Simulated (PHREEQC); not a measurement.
## Copper plating or etch bath (model solution)

Consider water at 90 °C with 0.0048 mol Cu(NO3)2 per kg of water. Closed to the air; pH follows from the charge balance.

Computed with PHREEQC (ion-association model, phreeqc.dat).

This is a speciation only: nothing precipitates in the calculation.

### Question
Estimate the pH.

### Answer
pH 4.22.

### Question
In which forms is Cu present?

### Answer
Cu+2 99 %, Cu2(OH)2+2 1.4 % of the Cu.

Complexes and solids missing from the database can't appear. Constants without temperature data keep their 25 °C values here.
